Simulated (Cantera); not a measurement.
Charge: 1 mol AlN, 1 mol H2, at 1.30 mbar.

Cantera equilibrium calculation (NASA polynomials, part measured and part estimated; ideal gas, pure solids and liquids). Candidate condensed phases: Al, AlN; 13 gas species. Rates play no part.

At 2150 K, list the 4 most abundant gas species with their mole fractions, and the condensed phases.

Al 0.385, H2 0.351, N2 0.193, H 0.0693. Condensed: gas only.
